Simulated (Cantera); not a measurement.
Gas mixture: O₂ : CO₂ = 0.67 : 0.54 (molar parts), at 0.000345 atm, frozen composition.

Cantera's kinetic-theory transport with the Lennard-Jones parameters of GRI-Mech 3.0, ideal gas; thermal conductivity in the mixture-averaged form.

D: mixture-averaged diffusion coefficient of that species in the mixture.

| T (K) | ρ (kg/m³) | cp (J/kg/K) | μ (µPa s) | λ (mW/m/K) | Pr | D (cm²/s) CO₂ | D (cm²/s) H₂O | D (cm²/s) O |
|---|---|---|---|---|---|---|---|---|
| 400 | 0.000393 | 939.6 | 22.5 | 29.7 | 0.712 | … | 983 | 1400 |
| 650 | 0.000242 | 1062 | 32.8 | 48.5 | 0.718 | … | 2480 | 3230 |
| 900 | 0.000175 | 1142 | 41.3 | 65.3 | 0.722 | … | 4490 | 5590 |
| 1150 | 0.000137 | 1193 | 48.9 | 80.6 | 0.723 | … | 6930 | 8420 |
| 1400 | 0.000112 | 1228 | 55.7 | 94.6 | 0.724 | … | 9760 | 11700 |
| 1650 | 9.53e-5 | 1254 | 62.1 | 108 | 0.724 | … | 12900 | 15400 |
| 1900 | 8.28e-5 | 1274 | 68.1 | 120 | 0.723 | … | 16500 | 19400 |
| 2150 | 7.31e-5 | 1291 | 73.9 | 132 | 0.722 | … | 20300 | 23800 |
| 2400 | 6.55e-5 | 1305 | 79.4 | 144 | 0.721 | … | 24400 | 28600 |

Q: Complete the blanks.

A: 
- 400, D (cm²/s) CO₂: 764
- 650, D (cm²/s) CO₂: 1800
- 900, D (cm²/s) CO₂: 3140
- 1150, D (cm²/s) CO₂: 4750
- 1400, D (cm²/s) CO₂: 6600
- 1650, D (cm²/s) CO₂: 8690
- 1900, D (cm²/s) CO₂: 11000
- 2150, D (cm²/s) CO₂: 13500
- 2400, D (cm²/s) CO₂: 16200
